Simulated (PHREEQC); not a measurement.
PHREEQC input (ion-association model, wateq4f.dat):

```
SOLUTION_MASTER_SPECIES
  An  An-  0  An  62.0  # stands for a non-complexing anion
SOLUTION_SPECIES
  An- = An-
    -log_k 0
    -gamma 3.0 0
PHASES
  Fix_H+
    H+ = H+
    -log_k 0
SOLUTION 1
  temp 25
  units mmol/kgw
  pH 7 charge
  Na 100
  An 100
END
SELECTED_OUTPUT 1
  -reset false
  -pH true
  -pe true
  -ionic_strength true
  -water true
  -totals Na
  -molalities Hfo_wOH Hfo_wOH2+ Hfo_wO- Hfo_sOH Hfo_sOH2+ Hfo_sO-
USER_PUNCH 1
  -headings sigma psi
  10 PUNCH EDL("sigma", "Hfo"), EDL("psi", "Hfo")
PRINT
  -reset false
USE solution 1
SURFACE 1
  Hfo_wOH 3.37079e-05 600 0.015
  Hfo_sOH 8.42697e-07
EQUILIBRIUM_PHASES 1
  Fix_H+ -3 HAn 10
    -force_equality true
  O2(g) -0.68 10
END
# ... the last block is repeated for the other 12 points of pH, with NaOH or the acid as the point needs
```

Selected output (columns that matter, 13 of 13 rows; pH added in front):

```
pH	mu	Na	m_Hfo_wOH	m_Hfo_wOH2+	m_Hfo_wO-	m_Hfo_sOH	m_Hfo_sOH2+	m_Hfo_sO-	sigma	psi
3	0.10123	0.1	6.4598e-07	3.3062e-05	2.8915e-10	1.615e-08	8.2654e-07	7.2286e-12	0.36333	0.15268
3.5	0.1004	0.1	1.8438e-06	3.1862e-05	2.4444e-09	4.6096e-08	7.9654e-07	6.111e-11	0.35012	0.15099
4	0.10014	0.1	4.4978e-06	2.9194e-05	1.5875e-08	1.1245e-07	7.2985e-07	3.9687e-10	0.32066	0.14657
4.5	0.10005	0.1	8.7744e-06	2.4863e-05	7.0939e-08	2.1936e-07	6.2156e-07	1.7735e-09	0.27245	0.13829
5	0.10002	0.1	1.3745e-05	1.9743e-05	2.1923e-07	3.4364e-07	4.9358e-07	5.4808e-09	0.21456	0.12616
5.5	0.10001	0.1	1.8243e-05	1.4955e-05	5.098e-07	4.5607e-07	3.7388e-07	1.2745e-08	0.15875	0.11099
6	0.10001	0.1	2.1641e-05	1.11e-05	9.6655e-07	5.4103e-07	2.7751e-07	2.4164e-08	0.11137	0.093463
6.5	0.1	0.1	2.3851e-05	8.2843e-06	1.573e-06	5.9626e-07	2.0711e-07	3.9326e-08	0.073754	0.0739
7	0.1	0.1	2.5088e-05	6.3486e-06	2.2712e-06	6.272e-07	1.5872e-07	5.678e-08	0.044809	0.052459
7.5	0.1	0.1	2.5673e-05	5.0374e-06	2.9974e-06	6.4183e-07	1.2594e-07	7.4935e-08	0.022419	0.029416
8	0.1	0.1	2.5869e-05	4.0955e-06	3.7433e-06	6.4673e-07	1.0239e-07	9.3582e-08	0.0038712	0.0053519
8.5	0.1	0.10001	2.5796e-05	3.3205e-06	4.5911e-06	6.4491e-07	8.3012e-08	1.1478e-07	-0.013963	-0.018909
9	0.10002	0.10002	2.5408e-05	2.5896e-06	5.7107e-06	6.3519e-07	6.474e-08	1.4277e-07	-0.0343	-0.04249
```

The oxide is taken as insoluble; below pH 4 it would dissolve.
